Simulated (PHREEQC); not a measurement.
Synthetic water in mg/kgw, 25 °C, pH 2.16, pe 10.4:

| constituent | mg/kgw |
|---|---|
| Na | 337 |
| K | 447 |
| Ca | 361 |
| Mg | 33.2 |
| Cl | 470 |
| S(6) as SO4 | 2180 |
| N(5) as NO3 | 2.15 |
| O(0) (dissolved oxygen) | 6.56 |
| Cd | 16.9 |
| Mn(2) | 54.8 |
| F | 0.219 |

Valence states are taken as typed.

Equilibrium calculation in PHREEQC: ion-association model, phreeqc.dat.

Each row changes one thing in this solution. Precipitation was switched off in this run.

```json
[
 {"case": "as made", "ionic strength (mol/kgw)": "0.0688", "SO4-2 (mol/kgw)": "0.0135", "Ca+2 (mol/kgw)": "0.00619", "HSO4- (mol/kgw)": "0.00474", "Mg+2 (mol/kgw)": "0.000862", "Mn+2 (mol/kgw)": "0.000682", "SI of Gypsum (CaSO4:2H2O)": "-0.24", "SI of Fluorite (CaF2)": "-3.97"},
 {"case": "S(6) from 2180 to 4360 mg/kgw", "ionic strength (mol/kgw)": "0.0999", "SO4-2 (mol/kgw)": "0.0293", "Ca+2 (mol/kgw)": "0.00505", "HSO4- (mol/kgw)": "0.00940", "Mg+2 (mol/kgw)": "0.000677", "Mn+2 (mol/kgw)": "0.000560", "SI of Gypsum (CaSO4:2H2O)": "-0.09", "SI of Fluorite (CaF2)": "-4.10"},
 {"case": "Cl from 470 to 1410 mg/kgw", "ionic strength (mol/kgw)": "0.0831", "SO4-2 (mol/kgw)": "0.0138", "Ca+2 (mol/kgw)": "0.00636", "HSO4- (mol/kgw)": "0.00465", "Mg+2 (mol/kgw)": "0.000889", "Mn+2 (mol/kgw)": "0.000679", "SI of Gypsum (CaSO4:2H2O)": "-0.26", "SI of Fluorite (CaF2)": "-3.98"},
 {"case": "temperature from 25 to 5 °C at the same typed pH", "ionic strength (mol/kgw)": "0.0717", "SO4-2 (mol/kgw)": "0.0150", "Ca+2 (mol/kgw)": "0.00627", "HSO4- (mol/kgw)": "0.00357", "Mg+2 (mol/kgw)": "0.000987", "Mn+2 (mol/kgw)": "0.000736", "SI of Gypsum (CaSO4:2H2O)": "-0.15", "SI of Fluorite (CaF2)": "-3.42"}
]
```

Species that the database lacks are ignored. Away from 25 °C the constants follow the database's enthalpies or fits; those with neither stay at their 25 °C values.
